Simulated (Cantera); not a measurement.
An adiabatic, constant-volume homogeneous reactor starts with CH₄ : O₂ : N₂ : H₂O = 1 : 3.33 : 12.5 : 0.95 (molar parts), equivalence ratio 0.60, at 1398 K and 1000000 Pa. Integrator tolerance rtol = 1e-08.

Model: GRI-Mech 3.0 (53 species, 325 reactions), integrated in Cantera.

Problem. What does this change do: initial temperature 1398 to 1025 K?

Solution. 
| quantity | before | after |
|---|---|---|
| time of steepest temperature rise | 0.425 ms | 46.7 ms |
| temperature at 6.00 s | 2662 K | 2421 K |
| equilibrium temperature | 2662 K | 2421 K |
| x(CH₄) at 6.00 s | <1e-12 (gas-phase equilibrium <1e-12) | <1e-12 (gas-phase equilibrium <1e-12) |
| x(O₂) at 6.00 s | 0.0658 (gas-phase equilibrium 0.0658) | 0.0685 (gas-phase equilibrium 0.0685) |
| x(H₂O) at 6.00 s | 0.158 (gas-phase equilibrium 0.158) | 0.163 (gas-phase equilibrium 0.163) |
| x(C₂H₄) at 6.00 s | <1e-12 (gas-phase equilibrium <1e-12) | <1e-12 (gas-phase equilibrium <1e-12) |
| x(C₂H) at 6.00 s | <1e-12 (gas-phase equilibrium <1e-12) | <1e-12 (gas-phase equilibrium <1e-12) |

Problem. What does this change do: pressure from 1000000 Pa to 40000 Pa?

Solution. 
| quantity | before | after |
|---|---|---|
| time of steepest temperature rise | 0.425 ms | 6.10 ms |
| temperature at 6.00 s | 2662 K | 2533 K |
| equilibrium temperature | 2662 K | 2533 K |
| x(CH₄) at 6.00 s | <1e-12 (gas-phase equilibrium <1e-12) | <1e-12 (gas-phase equilibrium <1e-12) |
| x(O₂) at 6.00 s | 0.0658 (gas-phase equilibrium 0.0658) | 0.0680 (gas-phase equilibrium 0.0680) |
| x(H₂O) at 6.00 s | 0.158 (gas-phase equilibrium 0.158) | 0.150 (gas-phase equilibrium 0.150) |
| x(C₂H₄) at 6.00 s | <1e-12 (gas-phase equilibrium <1e-12) | <1e-12 (gas-phase equilibrium <1e-12) |
| x(C₂H) at 6.00 s | <1e-12 (gas-phase equilibrium <1e-12) | <1e-12 (gas-phase equilibrium <1e-12) |

Problem. What does this change do: initial temperature 1398 to 1125 K?

Solution. 
```tsv
quantity	before	after
time of steepest temperature rise	0.425 ms	10.00 ms
temperature at 6.00 s	2662 K	2488 K
equilibrium temperature	2662 K	2488 K
x(CH₄) at 6.00 s	<1e-12 (gas-phase equilibrium <1e-12)	<1e-12 (gas-phase equilibrium <1e-12)
x(O₂) at 6.00 s	0.0658 (gas-phase equilibrium 0.0658)	0.0678 (gas-phase equilibrium 0.0678)
x(H₂O) at 6.00 s	0.158 (gas-phase equilibrium 0.158)	0.161 (gas-phase equilibrium 0.161)
x(C₂H₄) at 6.00 s	<1e-12 (gas-phase equilibrium <1e-12)	<1e-12 (gas-phase equilibrium <1e-12)
x(C₂H) at 6.00 s	<1e-12 (gas-phase equilibrium <1e-12)	<1e-12 (gas-phase equilibrium <1e-12)
```
